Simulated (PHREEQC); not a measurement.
Model water analysis in mg/kgw, 25 °C, pH 5.74, pe 8.7: Na 0.158; K 0.0276; Ca 0.0877; Mg 0.0559; Cl 0.395; S(6) as SO4 0.0852; Alkalinity as HCO3 0.219; Pb 0.0392.

Na is adjusted to close the charge balance.
Valence states are taken as typed.

Model: ion-association model, phreeqc.dat, run in PHREEQC.

```
Item                     Result
--------------  ---------------
ionic strength  2.39e-5 mol/kgw
```

| species | molality | activity | log γ |
|---|---|---|---|
| CO2 | 2.20e-5 | 2.20e-5 | 0.000 |
| Cl- | 1.11e-5 | 1.11e-5 | -0.002 |
| Na+ | 6.45e-6 | 6.41e-6 | -0.002 |
| HCO3- | 5.41e-6 | 5.38e-6 | -0.002 |
| Mg+2 | 2.30e-6 | 2.25e-6 | -0.010 |
| Ca+2 | 2.19e-6 | 2.14e-6 | -0.010 |
| H+ | 1.83e-6 | 1.82e-6 | -0.002 |
| SO4-2 | 8.86e-7 | 8.66e-7 | -0.010 |
| K+ | 7.06e-7 | 7.02e-7 | -0.002 |
| Pb+2 | 1.86e-7 | 1.82e-7 | -0.010 |
| OH- | 5.59e-9 | 5.56e-9 | -0.002 |
| PbOH+ | 1.96e-9 | 1.95e-9 | -0.002 |

This is a speciation only: nothing precipitates in the calculation.
